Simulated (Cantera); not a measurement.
Charge: 1 mol HBr, 0.019 mol O₂, at 1700 K and 2.80 bar.

Equilibrium computed with Cantera from the NASA thermochemical tables; the gas is ideal and each condensed phase is pure. Candidate condensed phases: Br₂, H₂O; 12 gas species. Rates play no part.

Base state: HBr 0.888, Br 0.0553, H₂O 0.0369, Br₂ 0.0146, H₂ 0.00530 (mole fractions); condensed: gas only.

Task: What changes in the equilibrium state with this change: O₂ from 0.019 to 3.4 mol?

Result: 
```tsv
species	before	after
O₂	7.02e-9	0.722
Br	0.0553	0.102
H₂O	0.0369	0.100
HBr	0.888	0.0267
Br₂	0.0146	0.0493
O	2.24e-9	2.27e-5
H₂	0.00530	1.41e-6
OH	2.31e-6	0.000383
```
